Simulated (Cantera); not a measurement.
Input: 1 mol CH₄, a varied amount of H₂O, 10 mol H₂, held at 1877 °C and 0.160 bar.

Method: chemical equilibrium by Gibbs-energy minimisation in Cantera with the NASA 1993 tables (ideal gas, pure condensed phases). Candidate condensed phases: C, C₆H₆, C₇H₈, C₈H₁₈, H₂O; 110 gas species. The numbers say what is thermodynamically allowed, not how fast it happens.

Task: Which condensed phases are stable at each of these points (n(H₂O) (mol)): 0.44, 0.81, 1.2, 1.6, 1.9, 2.3, 2.7, 3.1, 3.4, 3.8, 4.2, 4.5?

Result: 
| n(H₂O) (mol) | condensed phases | C condensed (%) |
|---|---|---|
| 0.44 | C(graphite) | 51.1 |
| 0.81 | C(graphite) | 14.0 |
| 1.2 | gas only | 0.0 |
| 1.6 | gas only | 0.0 |
| 1.9 | gas only | 0.0 |
| 2.3 | gas only | 0.0 |
| 2.7 | gas only | 0.0 |
| 3.1 | gas only | 0.0 |
| 3.4 | gas only | 0.0 |
| 3.8 | gas only | 0.0 |
| 4.2 | gas only | 0.0 |
| 4.5 | gas only | 0.0 |

From 0.44 mol H₂O to 0.81 mol H₂O the condensed part is C(graphite). From 1.2 mol H₂O to 4.5 mol H₂O nothing is condensed.
